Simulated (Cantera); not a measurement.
A closed system holds: 1 mol FeS, 1300 mol H2, 71 mol N2, at 1948 K and 60.8 Torr.

These are equilibrium values from Cantera (NASA tables, ideal gas, pure condensed phases), not measurements of a reactor. Candidate condensed phases: Fe, FeS, FeS2, S; 16 gas species. Equilibrium is a limit: real reactors are often held back by kinetics, nucleation or transport.

Base state: H2 0.943, N2 0.0516, H 0.00386, Fe 0.000727, H2S 0.000516, SH 0.000174, S 2.22e-5 (mole fractions); condensed: gas only.

What changes in the equilibrium state with this change: pressure from 60.8 Torr to 27.0 Torr?


| species | before | after |
|---|---|---|
| H2 | 0.943 | 0.941 |
| N2 | 0.0516 | 0.0516 |
| H | 0.00386 | 0.00578 |
| H2S | 0.000516 | 0.000437 |
| Fe | 0.000727 | 0.000727 |
| S | 2.22e-5 | 4.24e-5 |
| S2 | 7.92e-6 | 1.29e-5 |
